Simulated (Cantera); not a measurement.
A closed system holds: 1 mol Fe₂O₃, 2.1 mol CH₄, 0.23 mol H₂, held at 1800 K and 78000 Pa.

Cantera equilibrium calculation (NASA polynomials, part measured and part estimated; ideal gas, pure solids and liquids). Candidate condensed phases: C, C₆H₆, C₇H₈, C₈H₁₈, Fe, Fe(CO)₅, FeO, Fe(OH)₂, Fe(OH)₃, Fe₂O₃, Fe₃O₄, H₂O; 114 gas species. Kinetics and transport are ignored.

Base state: H₂ 0.558, CO 0.304, H₂O 0.121, CO₂ 0.0172, H 0.000303, Fe 3.78e-5 (mole fractions); condensed: Fe(δ).

Task: What changes in the equilibrium state with this change: Fe₂O₃ replaced by SiO₂?

Result: 
```csv
species,before,after
H₂,0.558,0.744
CO,0.304,0.240
SiO,0,0.0155
H₂O,0.121,0.000135
CO₂,0.0172,1.14e-5
Fe,3.78e-5,0
C₂H₂ (acetylene),<1e-9,1.13e-5
CH₄,5.84e-8,9.75e-5
"Fe(δ), mol",2.00,0
"SiC(s), mol",0,0.669
"SiO₂(condensed), mol",0,0.239
```
Mutual solubility and eutectic melting of coexisting phases are not modelled. The tables hold silica as quartz up to 1696 K and as liquid above; real silica turns to tridymite and cristobalite and melts near 1996 K. Further candidate phases: Si, SiC, SiO₂.
